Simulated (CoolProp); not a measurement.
A simple Rankine cycle with n-hexane: condensing at 295.15 K, boiler at 1.44 MPa, turbine inlet 599 K, turbine efficiency 0.7, pump efficiency 0.8, no recuperator. Each further row changes one setting.

Values from CoolProp's reference Helmholtz-energy equation of state, Thol 2019.

```tsv
case	thermal efficiency (%)	net work (kJ/kg)	heat in (kJ/kg)	turbine exit temperature (K)	volume ratio over the turbine
as stated	15.0	157	1050	534.0	80.2
condensing temperature 287.15 K	15.9	170	1060	529.3	115
boiler pressure 1.01 MPa	14.0	147	1050	540.4	55.1
turbine efficiency 0.6	12.8	134	1050	542.5	81.5
```
